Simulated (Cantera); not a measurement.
An adiabatic, constant-pressure homogeneous reactor starts with CO : H₂ : CH₄ : O₂ : N₂ = 1 : 0.61 : 0.65 : 3.29 : 14.1 (molar parts), at 1200 K and 35000 Pa. Integrator tolerance rtol = 1e-08.

Detailed kinetics in Cantera: GRI-Mech 3.0 (53 species, 325 reactions).

Problem. What does this change do: initial temperature 1200 to 1273 K?

Solution. 
```csv
quantity,before,after
time of steepest temperature rise,1.48 ms,0.882 ms
temperature at 0.300 s,2347 K,2385 K
equilibrium temperature,2346 K,2385 K
x(CO) at 0.300 s,0.00843 (gas-phase equilibrium 0.00843),0.0103 (gas-phase equilibrium 0.0103)
x(H₂) at 0.300 s,0.00177 (gas-phase equilibrium 0.00177),0.00214 (gas-phase equilibrium 0.00214)
x(CH₄) at 0.300 s,<1e-12 (gas-phase equilibrium <1e-12),<1e-12 (gas-phase equilibrium <1e-12)
x(O) at 0.300 s,0.00270 (gas-phase equilibrium 0.00269),0.00334 (gas-phase equilibrium 0.00333)
x(NO₂) at 0.300 s,2.91e-6 (gas-phase equilibrium 2.97e-6),3.06e-6 (gas-phase equilibrium 3.07e-6)
x(H) at 0.300 s,0.000878 (gas-phase equilibrium 0.000877),0.00117 (gas-phase equilibrium 0.00117)
x(HCN) at 0.300 s,4.16e-12 (gas-phase equilibrium 4.20e-12),6.94e-12 (gas-phase equilibrium 6.95e-12)
```
